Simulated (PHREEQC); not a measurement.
1 kg of water holding 0.051 mol NaCl, 0.051 mol KCl, 0.34 mol CaCl2 and 0.27 mol SrCl2 is evaporated at 30 °C; the solids stay in contact with the brine. CO2 from the air is kept out. Solids allowed: Halite, Portlandite, Sylvite. Others were left out.

Equilibrium calculation in PHREEQC: Pitzer model, pitzer.dat.

Predict water activity at water left (kg) = 1, 0.4563, 0.3082, 0.2082, 0.1407.


```tsv
water left (kg)	water activity
1	0.966
0.4563	0.912
0.3082	0.851
0.2082	0.743
0.1407	0.563
```

Species that the database lacks are ignored.
